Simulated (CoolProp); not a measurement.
Computed with CoolProp (reference Helmholtz-energy equation of state, Lemmon 2006). It is a short technical equation, of lower accuracy than the large ones.

Task: Give the vapour pressure (MPa), liquid density (kg/m³), enthalpy of vaporisation (kJ/kg), liquid cp (kJ/(kg K)) of saturated carbonyl sulfide at 236.3, 280.8, 295.6 K.

Result: 
```json
[
 {"T (K)": "236.3", "p (MPa)": "0.181", "liquid density (kg/m³)": "1150", "enthalpy of vaporisation (kJ/kg)": "300", "liquid cp (kJ/(kg K))": "1.20"},
 {"T (K)": "280.8", "p (MPa)": "0.811", "liquid density (kg/m³)": "1040", "enthalpy of vaporisation (kJ/kg)": "263", "liquid cp (kJ/(kg K))": "1.30"},
 {"T (K)": "295.6", "p (MPa)": "1.20", "liquid density (kg/m³)": "998", "enthalpy of vaporisation (kJ/kg)": "248", "liquid cp (kJ/(kg K))": "1.36"}
]
```
